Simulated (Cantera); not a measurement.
An isothermal, constant-pressure homogeneous reactor starts with CO : O₂ : H₂O : N₂ = 0.001 : 0.0036 : 0.0032 : 1 (molar parts), equivalence ratio 0.14, at 1325 K and 3750 Torr. Integrator tolerance rtol = 1e-08.

Computed with Cantera and GRI-Mech 3.0 (53 species, 325 reactions).

What does this change do: 0.0057 parts CH4 added?


```
quantity                                             before                                      after
----------------  -----------------------------------------  -----------------------------------------
x(CO) at 60.0 s     2.01e-9 (gas-phase equilibrium 2.02e-9)    0.00246 (gas-phase equilibrium 0.00556)
x(O₂) at 60.0 s     0.00308 (gas-phase equilibrium 0.00305)      <1e-12 (gas-phase equilibrium <1e-12)
x(H₂O) at 60.0 s    0.00318 (gas-phase equilibrium 0.00318)    0.00598 (gas-phase equilibrium 0.00360)
x(H₂) at 60.0 s     3.46e-9 (gas-phase equilibrium 3.48e-9)     0.00521 (gas-phase equilibrium 0.0107)
x(N₂O) at 60.0 s    1.04e-8 (gas-phase equilibrium 1.04e-8)      <1e-12 (gas-phase equilibrium <1e-12)
x(NO) at 60.0 s     5.60e-8 (gas-phase equilibrium 6.31e-5)  1.05e-11 (gas-phase equilibrium 2.31e-11)
x(CO₂) at 60.0 s  0.000993 (gas-phase equilibrium 0.000993)    0.00138 (gas-phase equilibrium 0.00100)
```
